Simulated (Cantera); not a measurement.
Charge: 1 mol Si₃N₄, 0.51 mol CO₂, 15 mol N₂, 0.013 mol N₂O, held at 1798 K.

Equilibrium computed with Cantera from the NASA thermochemical tables; the gas is ideal and each condensed phase is pure. Candidate condensed phases: C, Si, SiC, SiO₂, Si₂N₂O, Si₃N₄; 34 gas species. Mutual solubility and eutectic melting of coexisting phases are not modelled. The tables' values for SiN are old estimates; treat these amounts as uncertain. Rates play no part.

x: gas mole fraction; n: condensed amount in mol.

```json
[
 {"P (Pa)": "0.100", "x N₂": "0.829", "x Si": "0.121", "x SiO": "0.0255", "x CO": "0.0248", "x Si₂C": "1.83e-5", "x Si₂": "2.83e-5", "n SiC(s)": "0", "n Si(l)": "0", "n Si₂N₂O(s)": "0", "n Si₃N₄(s)": "0", "n C(graphite)": "0"},
 {"P (Pa)": "2.50", "x N₂": "0.858", "x Si": "0.0884", "x SiO": "0.0434", "x CO": "0.00871", "x Si₂C": "0.000929", "x Si₂": "0.000381", "n SiC(s)": "0.319", "n Si(l)": "0", "n Si₂N₂O(s)": "0", "n Si₃N₄(s)": "0", "n C(graphite)": "0"},
 {"P (Pa)": "63", "x N₂": "0.938", "x Si": "___", "x SiO": "___", "x CO": "___", "x Si₂C": "___", "x Si₂": "___", "n SiC(s)": "___", "n Si(l)": "___", "n Si₂N₂O(s)": "0", "n Si₃N₄(s)": "0", "n C(graphite)": "0"},
 {"P (Pa)": "1600", "x N₂": "0.980", "x Si": "0.000128", "x SiO": "0.0162", "x CO": "0.00377", "x Si₂C": "1.35e-6", "x Si₂": "5.14e-7", "n SiC(s)": "0.450", "n Si(l)": "0", "n Si₂N₂O(s)": "0.712", "n Si₃N₄(s)": "0.288", "n C(graphite)": "0"},
 {"P (Pa)": "40000", "x N₂": "0.996", "x Si": "___", "x SiO": "___", "x CO": "0.00383", "x Si₂C": "___", "x Si₂": "___", "n SiC(s)": "0.450", "n Si(l)": "0", "n Si₂N₂O(s)": "0.969", "n Si₃N₄(s)": "___", "n C(graphite)": "0"},
 {"P (Pa)": "1000000", "x N₂": "0.999", "x Si": "2.78e-9", "x SiO": "3.01e-6", "x CO": "0.00145", "x Si₂C": "1.10e-11", "x Si₂": "<1e-12", "n SiC(s)": "0", "n Si(l)": "0", "n Si₂N₂O(s)": "1.01", "n Si₃N₄(s)": "0.326", "n C(graphite)": "0.488"}
]
```

Fill in the missing entries.


- 63, x Si: 0.00490
- 63, x SiO: 0.0516
- 63, x CO: 0.00532
- 63, x Si₂C: 5.15e-5
- 63, x Si₂: 2.94e-5
- 63, n SiC(s): 0.413
- 63, n Si(l): 1.55
- 40000, x Si: 5.94e-7
- 40000, x SiO: 0.000221
- 40000, x Si₂C: 6.24e-9
- 40000, x Si₂: 2.75e-10
- 40000, n Si₃N₄(s): 0.203
